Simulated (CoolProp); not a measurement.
Saturation properties of n-perfluorohexane.

Computed with CoolProp (reference Helmholtz-energy equation of state, Gao 2022).

```csv
T (K),p (bar),vapour density (kg/m³),enthalpy of vaporisation (kJ/kg)
349.7,1.872,24.13,78.68
357.9,2.368,30.45,76.04
366.2,2.966,38.20,73.22
374.4,3.665,47.46,70.26
382.7,4.492,58.78,67.06
391,5.455,72.55,63.61
399.2,6.554,89.20,59.88
407.5,7.832,110.1,55.69
415.7,9.279,136.4,50.98
```

It boils at 330.3 K under 1 atm.
